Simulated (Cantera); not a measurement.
Cantera with NASA thermochemical tables; ideal gases at 1 bar, condensed phases pure. Values are per mole of reaction as written; species without (g) are pure solids or liquids, kept so even where they would boil at 1 bar.

Between 573 and 1573 K, where is each reaction favourable under standard conditions?
- 6 HF(g) + 2 BN ⇌ 3 F2(g) + 2 B + 2 NH3(g)


- 6 HF(g) + 2 BN ⇌ 3 F2(g) + 2 B + 2 NH3(g): ΔG° is 2086 kJ at 573 K and 2165 kJ at 1573 K; it stays positive (K < 1). ΔH° is 2045 kJ and ΔS° -76 J/K at 1573 K.
